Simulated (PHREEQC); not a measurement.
0.027 g of hydrous ferric oxide (600 m²/g; 0.2 weak and 0.005 strong sites per Fe, Dzombak-Morel constants, diffuse double layer) in 1 kg of water with 0.3 mol/kgw of an inert sodium salt and 0.0021 mmol/kgw BaCl2, at 25 °C; the pH is set by adding NaOH or the inert anion's acid. Oxygen is held at 0.21 atm. No CO2 enters from the air. No solid was allowed to form.

The series has 13 steps of pH, from 3 to 11.

Equilibrium calculation in PHREEQC: ion-association model, wateq4f.dat.

Problem. Near which pH is half of the Ba sorbed, and on which side is more sorbed?

Solution. Near pH 9.4, with more sorbed at higher pH.

The oxide is taken as insoluble; below pH 4 it would dissolve.
